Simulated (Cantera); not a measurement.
Input: 1 mol SiCl4, 0.27 mol NH3, 53 mol N2, held at 1973 K and 460 Pa.

Cantera equilibrium calculation (NASA polynomials, part measured and part estimated; ideal gas, pure solids and liquids). Candidate condensed phases: NH4Cl, Si, Si3N4; 28 gas species. The tables' values for SiCl3, SiCl are old estimates; treat these amounts as uncertain. The numbers say what is thermodynamically allowed, not how fast it happens.

Base state: N2 0.947, Cl 0.0213, SiCl2 0.0173, HCl 0.0140, SiCl3 0.000424, H 0.000195, H2 9.65e-5, SiCl 7.71e-5 (mole fractions); condensed: gas only.

### Question
What changes in the equilibrium state with this change: temperature from 1973 K to 823.15 K?

### Answer
| species | before | after |
|---|---|---|
| N2 | 0.947 | 0.971 |
| SiCl4 | 1.25e-5 | 0.0149 |
| HCl | 0.0140 | 0.0137 |
| Cl | 0.0213 | <1e-9 |
| SiCl2 | 0.0173 | 1.45e-9 |
| H | 0.000195 | <1e-9 |
| SiCl | 7.71e-5 | <1e-9 |
| Si | 2.35e-5 | <1e-9 |
| Si3N4(s), mol | 0 | 0.0625 |

### Question
What changes in the equilibrium state with this change: temperature from 1973 K to 1675 K?

### Answer
```json
[
 {"species": "N2", "before": "0.947", "after": "0.958"},
 {"species": "HCl", "before": "0.0140", "after": "0.0146"},
 {"species": "SiCl2", "before": "0.0173", "after": "0.00986"},
 {"species": "Cl", "before": "0.0213", "after": "0.00939"},
 {"species": "Si", "before": "2.35e-5", "after": "5.22e-9"},
 {"species": "SiCl4", "before": "1.25e-5", "after": "0.00388"},
 {"species": "SiCl", "before": "7.71e-5", "after": "4.78e-7"},
 {"species": "H", "before": "0.000195", "after": "3.55e-6"},
 {"species": "H2", "before": "9.65e-5", "after": "4.31e-6"}
]
```
The tables' values for SiCl3 are old estimates; treat these amounts as uncertain.
